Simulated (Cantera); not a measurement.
Charge: 1 mol c-C4F8, 0.085 mol H2, equilibrated at 1948 K and 0.00120 bar.

Method: chemical equilibrium by Gibbs-energy minimisation in Cantera with the NASA 1993 tables (ideal gas, pure condensed phases). Candidate condensed phases: C, C6H6, C7H8, C8H18; 95 gas species. The feed counts by its element totals alone. Gases not in the tables: C2F6 and larger saturated fluorocarbons. Rates play no part.

Base state: CF4 0.661, CF2 0.168, F 0.0950, HF 0.0673, CF3 0.00797, CF 0.000339 (mole fractions); condensed: C(graphite).

Question: What changes in the equilibrium state with this change: pressure from 0.00120 bar to 0.0680 bar?

Answer: 
```csv
species,before,after
CF4,0.661,0.887
HF,0.0673,0.0785
CF2,0.168,0.0259
F,0.0950,0.00495
CF,0.000339,1.76e-5
CF3,0.00797,0.00362
"C(graphite), mol",1.88,2.02
```

Question: What changes in the equilibrium state with this change: pressure from 0.00120 bar to 0.330 bar?

Answer: 
```json
[
 {"species": "CF4", "before": "0.661", "after": "0.905"},
 {"species": "HF", "before": "0.0673", "after": "0.0793"},
 {"species": "CF2", "before": "0.168", "after": "0.0119"},
 {"species": "F", "before": "0.0950", "after": "0.00152"},
 {"species": "CF", "before": "0.000339", "after": "5.42e-6"},
 {"species": "CF3", "before": "0.00797", "after": "0.00248"},
 {"species": "C(graphite), mol", "before": "1.88", "after": "2.03"}
]
```
